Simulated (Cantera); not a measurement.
Feed: 1 mol C₂F₆, 0.31 mol HCl, 3.7 mol H₂, at 2525 °C and 0.0900 Torr.

Method: chemical equilibrium by Gibbs-energy minimisation in Cantera with the NASA 1993 tables (ideal gas, pure condensed phases). Candidate condensed phases: C, C₆H₆, C₇H₈, C₈H₁₈; 118 gas species. The feed counts by its element totals alone. The numbers say what is thermodynamically allowed, not how fast it happens.

Base state: H 0.359, HF 0.319, F 0.205, C₃ 0.0412, C 0.0292, Cl 0.0273, CF 0.00818, C₂ 0.00740 (mole fractions); condensed: gas only.

Question: What changes in the equilibrium state with this change: temperature from 2525 °C to 1725 °C?

Answer: 
```tsv
species	before	after
HF	0.319	0.833
H₂	0.00234	0.0821
H	0.359	0.0420
F	0.205	0.000174
C₃	0.0412	2.20e-7
C	0.0292	2.43e-7
HCl	0.000258	0.0312
Cl	0.0273	0.0119
C₂	0.00740	1.86e-8
C₅	0.000115	<1e-9
C₄	4.08e-5	<1e-9
CF	0.00818	7.97e-7
C(graphite), mol	0	2.00
```

Question: What changes in the equilibrium state with this change: temperature from 2525 °C to 3027 °C?

Answer: 
```
species             before     after
----------------  --------  --------
H                    0.359     0.475
F                    0.205     0.365
C                   0.0292     0.120
HF                   0.319    0.0154
C₃                  0.0412  0.000451
Cl                  0.0273    0.0197
C₅                0.000115   8.51e-9
C₂H₂ (acetylene)   2.29e-5   1.26e-8
C₄                 4.08e-5   7.09e-8
```
